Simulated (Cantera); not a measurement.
Charge: 1 mol SiCl4, 7.3 mol H2, held at 1.00 bar.

Cantera equilibrium calculation (NASA polynomials, part measured and part estimated; ideal gas, pure solids and liquids). Candidate condensed phases: Si; 19 gas species. The tables' values for SiCl3 are old estimates; treat these amounts as uncertain. Kinetics and transport are ignored. All values below are at 677 °C.

Base state: H2 0.859, SiCl4 0.100, HCl 0.0204, SiHCl3 0.0194, SiH2Cl2 0.000381, SiCl3 0.000185, SiCl2 1.14e-5 (mole fractions); condensed: gas only.

Problem. What changes in the equilibrium state with this change: SiCl4 replaced by Si?

Solution. 
| species | before | after |
|---|---|---|
| H2 | 0.859 | 1.00 |
| SiCl4 | 0.100 | 0 |
| HCl | 0.0204 | 0 |
| SiHCl3 | 0.0194 | 0 |
| SiH2Cl2 | 0.000381 | 0 |
| SiCl3 | 0.000185 | 0 |
| SiCl2 | 1.14e-5 | 0 |
| Si(s), mol | 0 | 1.000 |
